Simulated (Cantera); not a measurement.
A Cantera script and what it prints.

```python
import numpy as np
import cantera as ct

gas_names = [...]  # 123 gases of nasa_gas.yaml made of C, H, O, Si
cond_names = """
    C(gr) C6H6(L) C7H8(L) C8H18(L),n-octa H2O(s) H2O(L) Si(cr) Si(L) SiC(b) SiO2(Lqz) SiO2(hqz) SiO2(L)
""".split()


# ... load() reads the species with a 1 bar reference pressure and builds the phases ...
atoms = {
    'SiC': {'Si': 1, 'C': 1},
    'O2': {'O': 2},
    'H2': {'H': 2},
}
top_T = {'C(gr)': 4500, 'SiC(b)': 3050}  # K; cautious upper limits of use, not melting points


# ... equilibrate(T, P, feed) seeds the gas with the atoms and calls Mixture.equilibrate('TP', solver="vcs", rtol=1e-11, max_steps=5000) ...
results = []
feed = {'SiC': 1, 'O2': 0.0012, 'H2': 31}  # mol
T = 1548.15  # K
P = 150  # Pa
mix = equilibrate(T, P, feed)
results.append((T, P, feed, dict(zip(mix.species_names, mix.species_moles))))
print(gas.report(threshold=0.0001))
for i in range(1, mix.n_phases):
    print(f"{mix.phase(i).name:16s} {mix.phase_moles(i):12.5e} mol")
```

Output:

```
       temperature   1548.2 K
          pressure   150 Pa
           density   2.3515e-05 kg/m^3
  mean mol. weight   2.0179 kg/kmol
   phase of matter   gas

                          1 kg             1 kmol
                     ---------------   ---------------
          enthalpy        1.8858e+07        3.8054e+07  J
   internal energy        1.2479e+07        2.5182e+07  J
           entropy        1.1597e+05        2.3403e+05  J/K
    Gibbs function       -1.6069e+08       -3.2425e+08  J
 heat capacity c_p             16126             32541  J/K
 heat capacity c_v             12006             24227  J/K

                      mass frac. Y      mole frac. X     chem. pot. / RT
                     ---------------   ---------------   ---------------
                 H        0.00039765        0.00079606           -12.599
                H2           0.99817           0.99912           -25.198
     [ +121 minor]         0.0014301        8.2033e-05

C(gr)             0.00000e+00 mol
Si(cr)            0.00000e+00 mol
SiC(b)            9.98727e-01 mol
SiO2(hqz)         0.00000e+00 mol
```

Cantera equilibrium calculation (NASA polynomials, part measured and part estimated; ideal gas, pure solids and liquids).
